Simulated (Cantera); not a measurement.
**SiHCl3 + NH3 + N2 (silicon nitride deposition)**

Feed: 1 mol SiHCl3, 22 mol NH3, 12 mol N2, equilibrated at 1.00 bar.

Equilibrium computed with Cantera from the NASA thermochemical tables; the gas is ideal and each condensed phase is pure. Candidate condensed phases: NH4Cl, Si, Si3N4; 28 gas species. The tables' values for SiCl3, SiCl are old estimates; treat these amounts as uncertain. Gases not in the tables: Si2H6 and higher silanes. Kinetics and transport are ignored.

```tsv
T (°C)	x H2	x N2	x HCl	x SiCl2	x NH3	x H	x SiCl4	x SiCl3	n Si3N4(s)
450	0.557	0.389	0.0522	<1e-12	0.00182	<1e-12	6.77e-5	3.59e-11	0.332
550	0.558	0.389	0.0522	1.03e-12	0.000620	5.48e-12	3.27e-5	6.14e-10	0.333
650	0.558	0.390	0.0523	6.99e-11	0.000263	1.83e-10	1.89e-5	5.73e-9	0.333
750	0.558	0.390	0.0523	2.06e-9	0.000130	3.09e-9	1.24e-5	3.47e-8	0.333
850	0.558	0.390	0.0523	3.30e-8	7.30e-5	3.18e-8	8.78e-6	1.53e-7	0.333
950	0.558	0.390	0.0523	3.32e-7	4.48e-5	2.25e-7	6.63e-6	5.26e-7	0.333
1050	0.558	0.390	0.0523	2.35e-6	2.95e-5	1.18e-6	5.23e-6	1.50e-6	0.333
1150	0.558	0.390	0.0523	1.25e-5	2.06e-5	4.96e-6	4.27e-6	3.67e-6	0.333
1250	0.558	0.390	0.0522	5.27e-5	1.51e-5	1.73e-5	3.55e-6	7.92e-6	0.332
1350	0.558	0.390	0.0519	0.000183	1.14e-5	5.16e-5	2.98e-6	1.53e-5	0.329
1450	0.558	0.390	0.0511	0.000538	8.99e-6	0.000136	2.45e-6	2.65e-5	0.322
1550	0.559	0.390	0.0494	0.00134	7.26e-6	0.000324	1.89e-6	4.04e-5	0.307
1650	0.559	0.391	0.0463	0.00281	6.01e-6	0.000705	1.30e-6	5.31e-5	0.278
```
x: gas mole fraction; n: condensed amount in mol.

From 450 °C to 1650 °C the condensed part is Si3N4(s). The main Si-bearing gas is SiCl4 at 450 °C and SiCl2 at 1650 °C.
